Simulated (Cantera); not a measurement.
A closed system holds: 1 mol Ti(OiPr)4, 1.1 mol C3H8, equilibrated at 1475 °C and 0.100 bar.

Method: chemical equilibrium by Gibbs-energy minimisation in Cantera with the NASA 1993 tables (ideal gas, pure condensed phases). Candidate condensed phases: C, C6H6, C7H8, C8H18, H2O, Ti, TiC, TiO, TiO2, Ti2O3, Ti3O5, Ti4O7; 113 gas species. The feed counts by its element totals alone. TiC: taken at fixed stoichiometry. Equilibrium is a limit: real reactors are often held back by kinetics, nucleation or transport.

Base state: H2 0.821, CO 0.179, H 0.000655, C2H2 (acetylene) 9.27e-5, CH4 6.19e-5 (mole fractions); condensed: C(graphite) + TiC(s).

Task: What changes in the equilibrium state with this change: temperature from 1475 °C to 1650 °C?

Result: 
```json
[
 {"species": "H2", "before": "0.821", "after": "0.819"},
 {"species": "CO", "before": "0.179", "after": "0.178"},
 {"species": "H", "before": "0.000655", "after": "0.00270"},
 {"species": "C2H2 (acetylene)", "before": "9.27e-5", "after": "0.000369"},
 {"species": "CH4", "before": "6.19e-5", "after": "3.52e-5"},
 {"species": "C(graphite), mol", "before": "10.3", "after": "10.3"},
 {"species": "TiC(s), mol", "before": "1.00", "after": "1.00"}
]
```
